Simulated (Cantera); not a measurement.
Cantera with NASA thermochemical tables; ideal gases at 1 bar, condensed phases pure. Values are per mole of reaction as written; species without (g) are pure solids or liquids, kept so even where they would boil at 1 bar.

4 NiS + 2 CS2(g) + 3 H2(g) ⇌ C2H6(g) + 4 NiS2

```json
[
 {"T (K)": "2423", "ΔH° (kJ)": "___", "ΔS° (J/K)": "___", "ΔG° (kJ)": "___", "log10 K": "___"},
 {"T (K)": "2473", "ΔH° (kJ)": "___", "ΔS° (J/K)": "___", "ΔG° (kJ)": "___", "log10 K": "___"},
 {"T (K)": "2523", "ΔH° (kJ)": "___", "ΔS° (J/K)": "___", "ΔG° (kJ)": "___", "log10 K": "___"},
 {"T (K)": "2573", "ΔH° (kJ)": "-403.9", "ΔS° (J/K)": "-527.1", "ΔG° (kJ)": "952.2", "log10 K": "-19.33"},
 {"T (K)": "2623", "ΔH° (kJ)": "-404.5", "ΔS° (J/K)": "-527.3", "ΔG° (kJ)": "978.5", "log10 K": "-19.49"},
 {"T (K)": "2673", "ΔH° (kJ)": "___", "ΔS° (J/K)": "___", "ΔG° (kJ)": "___", "log10 K": "___"},
 {"T (K)": "2723", "ΔH° (kJ)": "-405.7", "ΔS° (J/K)": "-527.7", "ΔG° (kJ)": "1031.3", "log10 K": "-19.78"}
]
```

Q: Complete the blanks.

A: 
- 2423, ΔH° (kJ): -402.2
- 2423, ΔS° (J/K): -526.3
- 2423, ΔG° (kJ): 873.2
- 2423, log10 K: -18.82
- 2473, ΔH° (kJ): -402.8
- 2473, ΔS° (J/K): -526.6
- 2473, ΔG° (kJ): 899.5
- 2473, log10 K: -19.00
- 2523, ΔH° (kJ): -403.3
- 2523, ΔS° (J/K): -526.8
- 2523, ΔG° (kJ): 925.8
- 2523, log10 K: -19.17
- 2673, ΔH° (kJ): -405.1
- 2673, ΔS° (J/K): -527.5
- 2673, ΔG° (kJ): 1004.9
- 2673, log10 K: -19.64
